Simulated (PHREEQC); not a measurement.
AlCl3 is added in steps, without added water, to 1 kg of water holding 0.14 mol HNO3, 0.00018 mol ZnSO4 and 0.047 mol MgCl2, at 25 °C. Oxygen is held at 0.21 atm. No CO2 enters from the air. Solids allowed: Brucite, Al(OH)3(a), Zn(OH)2-e, Zn4(OH)6SO4, Zn5(OH)8Cl2, Basaluminite, Epsomite, Goslarite. Others were left out.

Base run: PHREEQC, ion-association model, wateq4f.dat. Each further column changes one thing. The table gives pH.

```json
[
 {"AlCl3 added (mol)": "0", "base": "0.96", "Davies equation for every ion": "0.99", "all activity coefficients set to 1": "0.85", "Debye-Hückel limiting law": "1.12"},
 {"AlCl3 added (mol)": "0.028", "base": "0.97", "Davies equation for every ion": "0.99", "all activity coefficients set to 1": "0.85", "Debye-Hückel limiting law": "1.20"},
 {"AlCl3 added (mol)": "0.042", "base": "0.97", "Davies equation for every ion": "0.99", "all activity coefficients set to 1": "0.85", "Debye-Hückel limiting law": "…"},
 {"AlCl3 added (mol)": "0.07", "base": "0.98", "Davies equation for every ion": "0.98", "all activity coefficients set to 1": "0.85", "Debye-Hückel limiting law": "…"},
 {"AlCl3 added (mol)": "0.084", "base": "0.98", "Davies equation for every ion": "0.97", "all activity coefficients set to 1": "0.85", "Debye-Hückel limiting law": "1.31"},
 {"AlCl3 added (mol)": "0.112", "base": "0.98", "Davies equation for every ion": "0.96", "all activity coefficients set to 1": "0.85", "Debye-Hückel limiting law": "…"},
 {"AlCl3 added (mol)": "0.126", "base": "0.98", "Davies equation for every ion": "0.95", "all activity coefficients set to 1": "0.85", "Debye-Hückel limiting law": "…"},
 {"AlCl3 added (mol)": "0.154", "base": "0.99", "Davies equation for every ion": "0.94", "all activity coefficients set to 1": "0.85", "Debye-Hückel limiting law": "1.41"},
 {"AlCl3 added (mol)": "0.168", "base": "0.99", "Davies equation for every ion": "0.93", "all activity coefficients set to 1": "0.85", "Debye-Hückel limiting law": "…"},
 {"AlCl3 added (mol)": "0.196", "base": "0.99", "Davies equation for every ion": "0.91", "all activity coefficients set to 1": "0.85", "Debye-Hückel limiting law": "1.47"},
 {"AlCl3 added (mol)": "0.21", "base": "0.99", "Davies equation for every ion": "0.90", "all activity coefficients set to 1": "0.85", "Debye-Hückel limiting law": "1.49"},
 {"AlCl3 added (mol)": "0.238", "base": "0.99", "Davies equation for every ion": "0.88", "all activity coefficients set to 1": "0.85", "Debye-Hückel limiting law": "…"},
 {"AlCl3 added (mol)": "0.252", "base": "0.99", "Davies equation for every ion": "0.87", "all activity coefficients set to 1": "0.85", "Debye-Hückel limiting law": "1.54"},
 {"AlCl3 added (mol)": "0.28", "base": "0.99", "Davies equation for every ion": "0.85", "all activity coefficients set to 1": "0.85", "Debye-Hückel limiting law": "1.57"}
]
```

**Question.** Complete the blanks.

**Answer.** 
- 0.042, Debye-Hückel limiting law: 1.23
- 0.07, Debye-Hückel limiting law: 1.28
- 0.112, Debye-Hückel limiting law: 1.35
- 0.126, Debye-Hückel limiting law: 1.37
- 0.168, Debye-Hückel limiting law: 1.43
- 0.238, Debye-Hückel limiting law: 1.52

The ionic strength passes 0.7 mol/kgw, the rough limit of the ion-association models, in part of: base; Davies equation for every ion; all activity coefficients set to 1; Debye-Hückel limiting law.
